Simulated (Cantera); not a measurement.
Ignition delay

Mixture: 12.8 % H2, 11.0 % O2, 76.2 % N2, equivalence ratio 0.58, at 5.43 atm, adiabatic and at constant pressure. Ignition delay is the time to a rise of 400 K.

Detailed kinetics in Cantera: the H2/O2 subset of GRI-Mech 3.0, which has no nitrogen chemistry. The hydrogen kinetics of GRI-Mech 3.0 are dated; newer H2 mechanisms differ, most at raised pressure. Where the delays flatten at high temperature, the 400 K rule measures the pace of heat release, not the induction time.

```tsv
T0 (K)	delay (ms)
998	19.5
1098	0.988
1198	0.0258
1298	0.0108
1398	0.00675
1498	0.00502
1598	0.00418
1698	0.00381
1798	0.00371
```
